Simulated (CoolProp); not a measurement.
Vapour-liquid equilibrium of benzene (1) + n-decane (2) at 482.4 K; x and y are mole fractions of (1).

Model: multi-fluid Helmholtz-energy mixture model, Thol 2012 and Lemmon 2006; pair parameters Bell 2016, in CoolProp.

```tsv
x	bubble pressure (bar)	y at the bubble point	dew pressure at overall composition x (bar)	liquid density (mol/L)
0.05	2.869	0.219	2.402	4.118
0.2	4.746	0.573	2.807	4.488
0.35	6.748	0.737	3.366	4.920
0.5	8.818	0.832	4.189	5.432
0.65	10.97	0.896	5.523	6.053
0.8	13.27	0.946	8.009	6.827
0.95	15.76	0.987	13.49	7.824
```

No azeotrope shows between x = 0.05 and 0.95.

Pair parameters are fitted to limited data, so mixtures are less certain than the pure fluids.
